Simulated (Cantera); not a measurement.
An adiabatic, constant-volume homogeneous reactor starts with CH4 : O2 : N2 = 1 : 5.26 : 19.8 (molar parts), at 1575 K and 1.10 bar.

Computed with Cantera and GRI-Mech 3.0 (53 species, 325 reactions).

x: mole fraction; the columns are a selection and need not sum to one.

| t (s) | T (K) | P (bar) | x CH4 | x O2 | x H | x CH3 | x C2H2 | x NO | x CH2O |
|---|---|---|---|---|---|---|---|---|---|
| 1.00e-6 | 1575 | 1.10 | 0.0384 | 0.202 | 1.86e-8 | 1.59e-7 | <1e-12 | <1e-12 | 6.68e-10 |
| 3.40e-6 | 1575 | 1.10 | 0.0384 | 0.202 | … | … | <1e-12 | <1e-12 | … |
| 1.16e-5 | 1575 | 1.10 | 0.0384 | 0.202 | 2.46e-8 | 2.77e-6 | <1e-12 | <1e-12 | 1.44e-7 |
| 3.93e-5 | 1575 | 1.10 | 0.0384 | 0.202 | … | … | 1.99e-12 | <1e-12 | … |
| 0.000134 | 1575 | 1.10 | 0.0382 | 0.202 | 2.00e-7 | 8.20e-5 | 8.44e-10 | 1.01e-12 | 4.53e-5 |
| 0.000454 | 2252 | 1.61 | <1e-12 | 0.120 | 0.00449 | <1e-12 | <1e-12 | 2.88e-5 | 1.09e-11 |
| 0.00154 | 2487 | 1.75 | <1e-12 | 0.121 | 0.000533 | <1e-12 | <1e-12 | 0.00148 | 1.61e-12 |
| 0.00524 | 2479 | 1.74 | <1e-12 | 0.120 | 0.000508 | <1e-12 | <1e-12 | 0.00544 | 1.52e-12 |
| 0.0178 | 2465 | 1.73 | <1e-12 | 0.116 | 0.000466 | <1e-12 | <1e-12 | 0.0123 | 1.36e-12 |
| 0.0606 | 2459 | 1.73 | <1e-12 | 0.115 | 0.000448 | <1e-12 | <1e-12 | 0.0154 | 1.29e-12 |
| 0.206 | 2459 | 1.73 | <1e-12 | 0.115 | 0.000448 | <1e-12 | <1e-12 | 0.0154 | 1.29e-12 |
| 0.700 | 2459 | 1.73 | <1e-12 | 0.115 | 0.000448 | <1e-12 | <1e-12 | 0.0154 | 1.29e-12 |

**Question.** What belongs in the gaps?

**Answer.** 
- 3.40e-6, x H: 2.12e-8
- 3.40e-6, x CH3: 6.87e-7
- 3.40e-6, x CH2O: 9.98e-9
- 3.93e-5, x H: 4.04e-8
- 3.93e-5, x CH3: 1.21e-5
- 3.93e-5, x CH2O: 2.14e-6
